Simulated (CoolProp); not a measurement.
The fluid at 321.32 K and 0.398 MPa is throttled through a valve to 0.212 MPa with no heat exchange. The same conditions are run with several fluids, on thermodynamics alone (safety and materials aside).

The numbers come from the reference Helmholtz-energy equation of state of each fluid (sulfur dioxide: Gao 2016; fluoroethane (R161): Wu 2012; C2F6 (R116): Lemmon 2006; chlorine: Thol 2021; C3F8 (R218): Lemmon 2006) in CoolProp.

```csv
fluid,temperature change (K),final density (kg/m³)
sulfur dioxide,-5.7,5.33
fluoroethane (R161),-3.3,3.96
C2F6 (R116),-1.3,11.2
chlorine,-4.7,5.84
C3F8 (R218),-2.0,15.6
```
